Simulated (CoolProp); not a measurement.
R142b at several states: density (kg/m³) from the reference equation and from simpler models built on Tc = 137.1 °C, pc = 4.055 MPa, ω = 0.232; each cubic takes its own stable root.

Values from CoolProp's reference Helmholtz-energy equation of state, Lemmon 2006. It is a short technical equation, of lower accuracy than the large ones.

| T (°C) | p (MPa) | phase | reference |
|---|---|---|---|
| -90.95 | 0.926 | liquid | 1368 |
| -124.25 | 0.651 | liquid | 1438 |
| -24.05 | 0.157 | liquid | 1226 |
| 144.25 | 0.587 | gas | 17.86 |

**Question.** How far does each simpler model (Redlich-Kwong, Soave-Redlich-Kwong, Peng-Robinson) lie from the reference over these 4 states: mean and median of the absolute difference, and the worst?

**Answer.** 
- Redlich-Kwong: mean 9.3 %, median 12.1 %, worst -13.0 % at -124.25 °C and 0.651 MPa
- Soave-Redlich-Kwong: mean 8.3 %, median 10.3 %, worst -12.4 % at -124.25 °C and 0.651 MPa
- Peng-Robinson: mean 1.1 %, median 1.2 %, worst +2.0 % at -24.05 °C and 0.157 MPa
